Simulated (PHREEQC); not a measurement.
0.069 g of hydrous ferric oxide (600 m²/g; 0.2 weak and 0.005 strong sites per Fe, Dzombak-Morel constants, diffuse double layer) in 1 kg of water with 0.05 mol/kgw of an inert sodium salt and 0.046 mmol/kgw PbCl2 and 0.0098 mmol/kgw Na2SO4, at 25 °C; the pH is set by adding NaOH or the inert anion's acid. Oxygen alone is held at its pressure in air (log pO2 = -0.68). The system is closed to CO2. No solid was allowed to form.

The series has 17 steps of pH, from 4 to 12.

The numbers come from PHREEQC with the ion-association model, wateq4f.dat.

### Question
Near which pH is half of the Pb sorbed, and on which side is more sorbed?

### Answer
Near pH 5.8, with more sorbed at higher pH.

### Question
Near which pH is half of the S sorbed, and on which side is more sorbed?

### Answer
Near pH 6.0, with more sorbed at lower pH.

### Question
At which pH does the surface charge pass through zero?

### Answer
Near pH 8.8.

Along this series the solution becomes supersaturated in solids that the run did not let form, among them Pb(OH)2. Complexes and solids missing from the database can't appear.
